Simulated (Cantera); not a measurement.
Feed: 1 mol SiCl4, 0.81 mol HCl, 20 mol H2, held at 65.0 mbar.

Method: chemical equilibrium by Gibbs-energy minimisation in Cantera with the NASA 1993 tables (ideal gas, pure condensed phases). Candidate condensed phases: Si; 19 gas species. Rates play no part.

At 800 K, list the 4 most abundant gas species with their mole fractions, and the condensed phases.

H2 0.916, SiCl4 0.0449, HCl 0.0381, SiHCl3 0.000975. Condensed: gas only.
